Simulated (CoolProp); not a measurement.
CH3F (R41) along the isotherm 51.65 °C: fugacity coefficient from the reference equation and from simpler models built on Tc = 44.1 °C, pc = 5.906 MPa, ω = 0.200; each cubic takes its own stable root.

The numbers come from the reference Helmholtz-energy equation of state, Lemmon 2006 in CoolProp. It is a short technical equation, of lower accuracy than the large ones.

```csv
p (MPa),phase,reference
0.0467,gas,0.9971
0.0685,gas,0.9958
0.101,gas,0.9938
0.148,gas,0.9909
0.217,gas,0.9866
0.318,gas,0.9805
0.467,gas,0.9714
0.685,gas,0.9582
1.01,gas,0.9387
1.48,gas,0.9108
2.17,gas,0.8706
3.18,gas,0.8131
4.67,gas,0.7303
6.85,supercritical,0.6067
10.1,supercritical,0.4508
14.8,supercritical,0.3427
```

How far does each simpler model (van der Waals, Redlich-Kwong, Soave-Redlich-Kwong) lie from the reference over these 16 states: mean and median of the absolute difference, and the worst?


- van der Waals: mean 4.0 %, median 1.2 %, worst +21.2 % at 51.65 °C and 14.8 MPa
- Redlich-Kwong: mean 2.3 %, median 0.7 %, worst +12.1 % at 51.65 °C and 14.8 MPa
- Soave-Redlich-Kwong: mean 2.6 %, median 0.7 %, worst +13.6 % at 51.65 °C and 14.8 MPa
